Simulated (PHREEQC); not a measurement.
PHREEQC input (ion-association model, wateq4f.dat):

```
SOLUTION_MASTER_SPECIES
  An  An-  0  An  62.0  # stands for a non-complexing anion
SOLUTION_SPECIES
  An- = An-
    -log_k 0
    -gamma 3.0 0
PHASES
  Fix_H+
    H+ = H+
    -log_k 0
SOLUTION 1
  temp 25
  units mmol/kgw
  pH 7 charge
  F 0.0019
  Na 50.0019
  An 50
END
SELECTED_OUTPUT 1
  -reset false
  -pH true
  -pe true
  -ionic_strength true
  -water true
  -totals F Na
  -molalities Hfo_wOH Hfo_wOH2+ Hfo_wO- Hfo_sOH Hfo_sOH2+ Hfo_sO- Hfo_wF Hfo_wOHF-
USER_PUNCH 1
  -headings sigma psi
  10 PUNCH EDL("sigma", "Hfo"), EDL("psi", "Hfo")
PRINT
  -reset false
USE solution 1
SURFACE 1
  Hfo_wOH 0.000404494 600 0.18
  Hfo_sOH 1.01124e-05
EQUILIBRIUM_PHASES 1
  Fix_H+ -3 HAn 10
    -force_equality true
  O2(g) -0.68 10
END
# ... the last block is repeated for the other 16 points of pH, with NaOH or the acid as the point needs
```

Selected output (columns that matter, 15 of 17 rows; pH added in front):

```
pH	mu	F	Na	m_Hfo_wOH	m_Hfo_wOH2+	m_Hfo_wO-	m_Hfo_sOH	m_Hfo_sOH2+	m_Hfo_sO-	m_Hfo_wF	m_Hfo_wOHF-	sigma	psi
3	0.051374	5.0329e-07	0.050002	1.4331e-05	0.00038875	1.2103e-08	3.5953e-07	9.7526e-06	3.0363e-10	1.3214e-06	7.5315e-08	0.35597	0.16899
3.5	0.050559	3.7526e-07	0.050002	3.8033e-05	0.00036485	9.0828e-08	9.5444e-07	9.1557e-06	2.2793e-09	1.3131e-06	2.1164e-07	0.33388	0.16611
4	0.050283	3.7403e-07	0.050002	8.1841e-05	0.00032065	4.7853e-07	2.0538e-06	8.0466e-06	1.2009e-08	1.0942e-06	4.318e-07	0.29285	0.15954
4.5	0.050172	4.6292e-07	0.050002	0.00013962	0.00026173	1.7062e-06	3.5029e-06	6.5667e-06	4.2808e-08	7.8753e-07	6.4955e-07	0.23757	0.1489
5.5	0.050078	9.1772e-07	0.050002	0.00024344	0.00015109	8.9852e-06	6.1007e-06	3.7865e-06	2.2518e-07	2.8136e-07	7.0092e-07	0.12952	0.11814
6	0.050053	1.2451e-06	0.050002	0.00027563	0.00011278	1.5432e-05	6.9019e-06	2.8241e-06	3.8642e-07	1.3704e-07	5.1782e-07	0.088693	0.099269
6.5	0.050034	1.5391e-06	0.050002	0.00029487	8.6132e-05	2.3127e-05	7.3785e-06	2.1552e-06	5.7869e-07	5.7352e-08	3.0359e-07	0.05743	0.078351
7	0.050021	1.7336e-06	0.050002	0.00030476	6.8518e-05	3.1053e-05	7.6221e-06	1.7137e-06	7.7665e-07	2.112e-08	1.4524e-07	0.034181	0.055497
7.5	0.050011	1.8327e-06	0.050002	0.00030907	5.6902e-05	3.8457e-05	7.728e-06	1.4228e-06	9.6159e-07	7.1608e-09	6.0137e-08	0.016839	0.031052
8	0.050003	1.8747e-06	0.050002	0.00031044	4.86e-05	4.5427e-05	7.7615e-06	1.2151e-06	1.1358e-06	2.3267e-09	2.298e-08	0.0028853	0.0056399
8.5	0.050012	1.8907e-06	0.050017	0.00030996	4.156e-05	5.296e-05	7.7493e-06	1.039e-06	1.324e-06	7.4092e-10	8.5441e-09	-0.010448	-0.019957
9.5	0.050067	1.8987e-06	0.050093	0.0003004	2.6717e-05	7.7376e-05	7.51e-06	6.6794e-07	1.9344e-06	7.2099e-11	1.2534e-09	-0.046394	-0.068567
10	0.050166	1.8995e-06	0.050208	0.00028603	1.8808e-05	9.9651e-05	7.1509e-06	4.7021e-07	2.4913e-06	2.1714e-11	5.1058e-10	-0.074036	-0.090387
10.5	0.050453	1.8998e-06	0.050516	0.00026008	1.1674e-05	0.00013274	6.502e-06	2.9184e-07	3.3185e-06	6.2411e-12	2.1499e-10	-0.11087	-0.11015
11	0.051325	1.8999e-06	0.051413	0.00021931	6.1543e-06	0.00017903	5.4827e-06	1.5386e-07	4.4758e-06	1.6615e-12	9.1542e-11	-0.15832	-0.12767
```

The oxide is taken as insoluble; below pH 4 it would dissolve.
